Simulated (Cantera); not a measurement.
**Transport properties of process gases**

Gas mixture: 100 % O2, at 0.0133 bar, frozen composition.

Cantera's kinetic-theory transport with the Lennard-Jones parameters of GRI-Mech 3.0, ideal gas; thermal conductivity in the mixture-averaged form.

```json
[
 {"T (K)": "400", "ρ (kg/m³)": "0.0128", "cp (J/kg/K)": "941.4", "μ (µPa s)": "25.6", "λ (mW/m/K)": "33.9", "Pr": "0.713", "D (cm²/s) NH3": "29.3", "D (cm²/s) H2": "100", "D (cm²/s) O": "41.3"},
 {"T (K)": "650", "ρ (kg/m³)": "0.00789", "cp (J/kg/K)": "1017", "μ (µPa s)": "36.0", "λ (mW/m/K)": "51.6", "Pr": "0.709", "D (cm²/s) NH3": "71.3", "D (cm²/s) H2": "226", "D (cm²/s) O": "94.2"},
 {"T (K)": "900", "ρ (kg/m³)": "0.00570", "cp (J/kg/K)": "1074", "μ (µPa s)": "44.7", "λ (mW/m/K)": "67.6", "Pr": "0.710", "D (cm²/s) NH3": "126", "D (cm²/s) H2": "388", "D (cm²/s) O": "163"},
 {"T (K)": "1150", "ρ (kg/m³)": "0.00446", "cp (J/kg/K)": "1109", "μ (µPa s)": "52.5", "λ (mW/m/K)": "82.2", "Pr": "0.708", "D (cm²/s) NH3": "193", "D (cm²/s) H2": "583", "D (cm²/s) O": "244"},
 {"T (K)": "1400", "ρ (kg/m³)": "0.00366", "cp (J/kg/K)": "1134", "μ (µPa s)": "59.7", "λ (mW/m/K)": "95.7", "Pr": "0.707", "D (cm²/s) NH3": "270", "D (cm²/s) H2": "807", "D (cm²/s) O": "339"},
 {"T (K)": "1650", "ρ (kg/m³)": "0.00311", "cp (J/kg/K)": "1155", "μ (µPa s)": "66.4", "λ (mW/m/K)": "108", "Pr": "0.707", "D (cm²/s) NH3": "356", "D (cm²/s) H2": "1060", "D (cm²/s) O": "445"},
 {"T (K)": "1900", "ρ (kg/m³)": "0.00270", "cp (J/kg/K)": "1174", "μ (µPa s)": "72.7", "λ (mW/m/K)": "121", "Pr": "0.707", "D (cm²/s) NH3": "451", "D (cm²/s) H2": "1340", "D (cm²/s) O": "562"},
 {"T (K)": "2150", "ρ (kg/m³)": "0.00239", "cp (J/kg/K)": "1192", "μ (µPa s)": "78.8", "λ (mW/m/K)": "133", "Pr": "0.707", "D (cm²/s) NH3": "554", "D (cm²/s) H2": "1640", "D (cm²/s) O": "690"}
]
```
D: mixture-averaged diffusion coefficient of that species in the mixture.
